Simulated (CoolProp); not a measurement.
Properties of ethylene along the isotherm 450 K (Tc = 282.4 K, pc = 50.42 bar, ω = 0.087).

The numbers come from the reference Helmholtz-energy equation of state, Smukala 2000 in CoolProp.

```
p (bar)          phase  speed of sound (m/s)  isothermal compressibility (1/MPa)  expansivity (1/kK)
-------  -------------  --------------------  ----------------------------------  ------------------
1.59               gas                 394.2                               6.303               2.242
3.27               gas            (withheld)                               3.072               2.262
6.72               gas                 392.6                               1.502               2.305
13.8               gas                 390.5                              0.7383               2.396
28.4               gas                 386.5                          (withheld)               2.591
58.2     supercritical                 380.7                              0.1844          (withheld)
120      supercritical                 382.7                          (withheld)               3.835
246      supercritical                 458.8                             0.03382               3.913
504      supercritical            (withheld)                            0.009008          (withheld)
```

Complete the blanks.


- 3.27, speed of sound (m/s): 393.6
- 28.4, isothermal compressibility (1/MPa): 0.3656
- 58.2, expansivity (1/kK): 3.013
- 120, isothermal compressibility (1/MPa): 0.09097
- 504, speed of sound (m/s): 691.8
- 504, expansivity (1/kK): 2.344
